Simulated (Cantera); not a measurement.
An isothermal, constant-pressure homogeneous reactor starts with CH4 : CO2 = 1 : 0.39 (molar parts), at 2025 K and 10.0 bar. Integrator tolerance rtol = 1e-08.

Detailed kinetics in Cantera: GRI-Mech 3.0 (53 species, 325 reactions). GRI-Mech 3.0 stops at C3 and has no aromatics, soot or wall deposition, so with more carbon than oxygen in the feed, carbon stays in small species such as C2H2 where larger ones or solid carbon would form.

### Question
What does this change do: temperature 2025 to 1375 K?

### Answer
```tsv
quantity	before	after
x(CH4) at 20.0 s	0.0188 (gas-phase equilibrium 0.0188)	0.380 (gas-phase equilibrium 0.268)
x(CO2) at 20.0 s	1.35e-6 (gas-phase equilibrium 1.36e-6)	0.0746 (gas-phase equilibrium 6.99e-5)
x(C2H2) at 20.0 s	0.0991 (gas-phase equilibrium 0.0991)	0.0321 (gas-phase equilibrium 0.00105)
x(OH) at 20.0 s	1.08e-9 (gas-phase equilibrium 1.09e-9)	6.16e-9 (gas-phase equilibrium 4.82e-12)
x(C2H) at 20.0 s	1.61e-6 (gas-phase equilibrium 1.61e-6)	7.32e-11 (gas-phase equilibrium 1.53e-12)
```
